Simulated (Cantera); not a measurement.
Input (Python, Cantera) and output of one run.

```python
import numpy as np
import cantera as ct

gas_names = """
    C CN CO CO2 C2 CCN CNC C2N2 C2O C3 C3O2 C4 C4N2 C5 Cu CuO Cu2 N NCO NO NO2 NO3 N2 N2O O O2 O3
""".split()
cond_names = """
    C(gr) Cu(cr) Cu(L) CuO(s) Cu2O(s) Cu2O(L)
""".split()


# ... load() reads the species with a 1 bar reference pressure and builds the phases ...
atoms = {
    'Cu2O': {'Cu': 2, 'O': 1},
    'C': {'C': 1},
    'N2': {'N': 2},
}
top_T = {'C(gr)': 4500, 'CuO(s)': 1390}  # K; cautious upper limits of use, not melting points


# ... equilibrate(T, P, feed) seeds the gas with the atoms and calls Mixture.equilibrate('TP', solver="vcs", rtol=1e-11, max_steps=5000) ...
results = []
feed = {'Cu2O': 1, 'C': 2.5, 'N2': 6}  # mol
T = 2173  # K
P = 290  # Pa
mix = equilibrate(T, P, feed)
results.append((T, P, feed, dict(zip(mix.species_names, mix.species_moles))))
x = sorted(zip(gas.X, gas.species_names), reverse=True)
print(f"T = {T:g} K  P = {P:g} Pa  gas = {mix.phase_moles(0):.4g} mol")
print("   x: " + "  ".join(f"{s} {v:.3e}" for v, s in x if v > 1e-06))
print("   condensed (mol): " + ("  ".join(f"{mix.phase(i).name} {mix.phase_moles(i):.4g}"
      for i in range(1, mix.n_phases) if mix.phase_moles(i) > 1e-12) or "none"))
```

Output:

```
T = 2173 K  P = 290 Pa  gas = 9 mol
   x: N2 6.666e-01  Cu 2.221e-01  CO 1.111e-01  CN 6.827e-05  Cu2 5.369e-05  C2N2 5.411e-06
   condensed (mol): C(gr) 1.499
```

Equilibrium computed with Cantera from the NASA thermochemical tables; the gas is ideal and each condensed phase is pure.
